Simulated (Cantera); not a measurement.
Source: NASA polynomial tables (part measured, part estimated), evaluated in Cantera. Values are per mole of reaction as written; species without (g) are pure solids or liquids, kept so even where they would boil at 1 bar.

**Question.** Between 300 and 1573 K, where is each reaction favourable under standard conditions?
- Al2O(g) + N2O(g) = 2 AlN + O2(g)

**Answer.** 
- Al2O(g) + N2O(g) = 2 AlN + O2(g): ΔG° is -504 kJ at 300 K and -229 kJ at 1573 K; it stays negative (K > 1). ΔH° is -555 kJ and ΔS° -207 J/K at 1573 K.
